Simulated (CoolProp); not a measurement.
Vapour-liquid equilibrium of R22 (1) + R115 (2) at 249.1 K; x and y are mole fractions of (1).

Model: multi-fluid Helmholtz-energy mixture model, Kamei 1995 and Lemmon 2016; pair parameters Bell 2016, in CoolProp.

```csv
x,bubble pressure (kPa),y at the bubble point,dew pressure at overall composition x (kPa),liquid density (mol/L)
0.05,207.2,0.118,197.4,9.831
0.15,227.5,0.257,211.9,10.21
0.25,237.9,0.341,226.5,10.63
0.35,243.2,0.405,238.8,11.10
0.45,245.4,0.464,245.2,11.63
0.55,245.0,0.526,244.3,12.21
0.65,242.0,0.598,238.6,12.86
0.75,236.1,0.685,230.8,13.58
0.85,227.2,0.792,222.1,14.37
0.95,215.7,0.924,213.5,15.25
```

y crosses x between x = 0.45 and 0.55: the model has an azeotrope there.

The pair parameters rest on a limited set of measurements; away from them the model extrapolates.
